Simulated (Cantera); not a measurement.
A freely propagating, adiabatic, planar premixed flame of 19.5 % H2, 13.2 % O2, 63.2 % N2, 4.10 % H2O, equivalence ratio 0.74, unburnt at 623 K and 101000 Pa; mixture-averaged transport, grid criteria slope 0.08 and curve 0.16, no radiation.

Detailed kinetics in Cantera: the H2/O2 subset of GRI-Mech 3.0, which has no nitrogen chemistry. Burning velocities carry a grid error of a few per cent, more on coarse grids.

x: mole fraction of selected species; z is measured from the peak of heat release.

```tsv
z (mm)	T (K)	u (m/s)	x H2	x O2	x H2O2	x H	x OH	x O
-1.37	623	4.14	0.195	0.132	<1e-8	<1e-8	<1e-8	<1e-8
-0.913	623	4.14	0.195	0.132	<1e-8	<1e-8	<1e-8	<1e-8
-0.685	623	4.14	0.195	0.132	<1e-8	<1e-8	<1e-8	<1e-8
-0.456	623	4.14	0.194	0.132	2.49e-8	3.32e-8	<1e-8	1.43e-8
-0.228	653	4.28	0.182	0.133	9.45e-6	0.000115	5.66e-5	1.13e-5
-0.114	___	5.44	0.148	0.127	1.81e-5	0.00278	0.000604	0.000300
0	___	7.44	0.0843	0.0987	7.18e-6	0.0138	0.00240	0.00312
0.114	___	8.94	0.0359	0.0639	4.25e-6	0.0210	0.00622	0.00706
0.228	1578	9.73	0.0210	0.0504	2.55e-6	0.0188	0.00864	0.00792
0.456	1715	10.5	0.0154	0.0448	1.32e-6	0.0123	0.00996	0.00657
0.913	1835	11.2	0.0112	0.0418	7.06e-7	0.00639	0.00976	0.00438
1.83	1926	11.6	0.00678	0.0399	4.18e-7	0.00264	0.00832	0.00247
3.65	1984	11.9	0.00338	0.0389	2.58e-7	0.000856	0.00622	0.00117
```

Fill in the missing entries.


- -0.114, T (K): 850
- 0, T (K): 1190
- 0.114, T (K): 1442
